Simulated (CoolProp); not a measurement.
Nitrogen at 293.15 K and 0.102 MPa is throttled through a valve to 0.0465 MPa with no heat exchange. Each further row changes one setting.

The numbers come from the reference Helmholtz-energy equation of state, Span 2000 in CoolProp.

```tsv
case	temperature change (K)	final density (kg/m³)
as stated	-0.1	(withheld)
outlet pressure 0.0139 MPa	(withheld)	(withheld)
outlet pressure 0.0605 MPa	-0.1	(withheld)
```

**Question.** Some entries are withheld; supply them.

**Answer.** 
- as stated, final density (kg/m³): 0.535
- outlet pressure 0.0139 MPa, temperature change (K): -0.2
- outlet pressure 0.0139 MPa, final density (kg/m³): 0.160
- outlet pressure 0.0605 MPa, final density (kg/m³): 0.696
